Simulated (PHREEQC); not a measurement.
# Buffer: an equilibrium model

A solution holds 0.16 mol H3PO4, 1.1 mol NaOH and 0.56 mol NaCl per kg of water, at 20 °C. Closed to the air; pH follows from the charge balance.

All values are PHREEQC results (ion-association model, phreeqc.dat), not measurements.

Each row changes one thing in this solution. This is a speciation only: nothing precipitates in the calculation.

| case | pH | ionic strength (mol/kgw) | HPO4-2 (mol/kgw) | NaHPO4- (mol/kgw) | H2PO4- (mol/kgw) | SI of Halite (NaCl) |
|---|---|---|---|---|---|---|
| as made | 13.70 | 2.14 | 0.000301 | 0.000177 | 2.13e-11 | -1.91 |
| temperature from 20 to 35 °C | 13.21 | 2.14 | 0.000644 | 0.000362 | 1.26e-10 | -1.93 |
| NaCl from 0.56 to 0.112 mol/kgw | 13.71 | 1.69 | 0.000343 | 0.000147 | 2.54e-11 | -2.76 |
| NaOH replaced by NaNO3 at the same molality | 1.43 | 1.71 | 3.62e-7 | 2.12e-7 | 0.0504 | -1.93 |
| NaOH left out | 1.48 | 0.603 | 2.67e-7 | 6.24e-8 | 0.0432 | -2.41 |

The ionic strength passes 0.7 mol/kgw, the rough limit of the ion-association models, in as made; temperature from 20 to 35 °C; NaCl from 0.56 to 0.112 mol/kgw; NaOH replaced by NaNO3 at the same molality.
